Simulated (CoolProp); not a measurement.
Values from CoolProp's reference Helmholtz-energy equation of state, de Reuck 1990.

Problem. For fluorine, give the phase and the cp (kJ/(kg K)), cv (kJ/(kg K)), speed of sound (m/s), Joule-Thomson coefficient (K/MPa) at 26.85 °C and 0.101 MPa.

Solution. 
- 26.85 °C and 0.101 MPa: gas; cp 0.826, cv 0.606, speed of sound 299, Joule-Thomson coefficient 1.88
